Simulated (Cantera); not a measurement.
A closed system holds: 1 mol SiHCl₃, 90 mol N₂, held at 2.10 Torr.

These are equilibrium values from Cantera (NASA tables, ideal gas, pure condensed phases), not measurements of a reactor. Candidate condensed phases: NH₄Cl, Si, Si₃N₄; 28 gas species. N₂ is the only nitrogen source here; it is nearly inert below about 1500 K, so the nitride shown seldom forms there in practice. Kinetics and transport are ignored.

Which condensed phases are stable at each of these points (T (K)): 1200, 1225, 1250, 1275, 1300, 1325, 1350, 1375, 1400, 1425, 1450, 1475, 1500, 1525?


| T (K) | condensed phases | Si condensed (%) |
|---|---|---|
| 1200 | Si₃N₄(s) | 45.3 |
| 1225 | Si₃N₄(s) | 43.2 |
| 1250 | Si₃N₄(s) | 40.0 |
| 1275 | Si₃N₄(s) | 35.6 |
| 1300 | Si₃N₄(s) | 30.0 |
| 1325 | Si₃N₄(s) | 23.3 |
| 1350 | Si₃N₄(s) | 16.3 |
| 1375 | Si₃N₄(s) | 9.8 |
| 1400 | Si₃N₄(s) | 4.4 |
| 1425 | Si₃N₄(s) | 0.1 |
| 1450 | gas only | 0.0 |
| 1475 | gas only | 0.0 |
| 1500 | gas only | 0.0 |
| 1525 | gas only | 0.0 |

From 1200 K to 1425 K the condensed part is Si₃N₄(s). From 1450 K to 1525 K nothing is condensed.
